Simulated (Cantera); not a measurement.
Charge: 1 mol Si, 0.035 mol CO2, 6.1 mol CO, at 0.000110 bar.

Equilibrium computed with Cantera from the NASA thermochemical tables; the gas is ideal and each condensed phase is pure. Candidate condensed phases: C, Si, SiC, SiO2; 20 gas species. Kinetics and transport are ignored. All values below are at 1850 K.

Base state: CO 0.913, SiO 0.0800, Si 0.00653, Si2C 8.98e-5 (mole fractions); condensed: SiC(s).

Q: What changes in the equilibrium state with this change: Si replaced by Ti?

A: 
```tsv
species	before	after
CO	0.913	0.999
TiO	0	0.000429
Ti	0	0.000218
SiO	0.0800	0
Si	0.00653	0
Si2C	8.98e-5	0
SiC(s), mol	0.461	0
TiC(s), mol	0	0.482
TiO(s), mol	0	0.514
```
Mutual solubility and eutectic melting of coexisting phases are not modelled. TiC, TiO: taken at fixed stoichiometry. Condensed phases not in the tables: solid solutions among these carbides, nitrides and lower oxides. Further candidate phases: Ti, TiC, TiO, TiO2, Ti2O3, Ti3O5, Ti4O7.
